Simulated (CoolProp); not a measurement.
Vapour-liquid equilibrium of CH2F2 (R32) (1) + dimethyl ether (2) at 0.258 MPa; x and y are mole fractions of (1).

Computed with CoolProp (multi-fluid Helmholtz-energy mixture model, Tillner-Roth 1997 and Wu 2011; pair parameters Bell 2016).

Task: Give the bubble temperature and the first vapour's composition at x = 0.15, 0.25, 0.75. Is there an azeotrope?

Result: x = 0.15: -7.8 °C, y = 0.329; x = 0.25: -12.1 °C, y = 0.493; x = 0.75: -26.8 °C, y = 0.903. No azeotrope shows between x = 0.05 and 0.95.

Pair parameters are fitted to limited data, so mixtures are less certain than the pure fluids. The gap from Raoult's law changes sign with composition, which may be real or a fault of the pair parameters; it wasn't checked against measurements.
